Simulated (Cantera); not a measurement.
What does this Cantera script print?

```python
import numpy as np
import cantera as ct

gas = ct.Solution("gri30.yaml")


def delay(T, t_max=10):
    gas.TPX = T, 280000, {'CH4': 1, 'O2': 0.952, 'N2': 5.71, 'H2O': 0.59}
    reactor = ct.IdealGasReactor(gas, clone=False)
    net = ct.ReactorNet([reactor])
    net.rtol, net.atol = 1e-8, 1e-16
    while net.time < t_max:
        t_old, T_old = net.time, reactor.T
        net.step()
        if reactor.T > T + 400:  # ignition: a rise of 400 K
            return t_old + (T + 400 - T_old) / (reactor.T - T_old) * (net.time - t_old)
    return np.nan


taus = []
for T in [1273, 1348, 1423, 1498, 1573, 1648, 1723, 1798, 1873, 1948]:
    taus.append(delay(T))
    print(f"T0 = {T:6g} K   tau = {taus[-1]:.4e} s")
```

Result:

```
T0 =   1273 K   tau = 1.8014e-02 s
T0 =   1348 K   tau = 7.3274e-03 s
T0 =   1423 K   tau = 3.0585e-03 s
T0 =   1498 K   tau = 1.3112e-03 s
T0 =   1573 K   tau = 5.8416e-04 s
T0 =   1648 K   tau = 2.7478e-04 s
T0 =   1723 K   tau = 1.3831e-04 s
T0 =   1798 K   tau = 7.4968e-05 s
T0 =   1873 K   tau = 4.3677e-05 s
T0 =   1948 K   tau = 2.7155e-05 s
```

Detailed kinetics in Cantera: GRI-Mech 3.0 (53 species, 325 reactions).
